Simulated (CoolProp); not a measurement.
Model: reference Helmholtz-energy equation of state, Thol 2021, in CoolProp.

Q: For chlorine, give the phase and the cv (kJ/(kg K)), Joule-Thomson coefficient (K/MPa) at 108.15 °C and 0.101 MPa.

A: 
- 108.15 °C and 0.101 MPa: gas; cv 0.380, Joule-Thomson coefficient 16.1
